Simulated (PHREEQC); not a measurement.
**Nickel, zinc or cadmium bath: speciation**

Dissolve 0.24 mol CdSO4, 0.00042 mol Na2SO4 and 0.035 mol MnSO4 per kg of water at 25 °C. Closed to the air; pH follows from the charge balance.

Computed with PHREEQC (ion-association model, wateq4f.dat).

This is a speciation only: nothing precipitates in the calculation.

Q: What pH, ionic strength does the model give?

A: pH 5.80; ionic strength 0.466 mol/kgw.

Q: In which forms is Na present?

A: Na+ 94 %, NaSO4- 6.4 % of the Na.

Complexes and solids missing from the database can't appear.
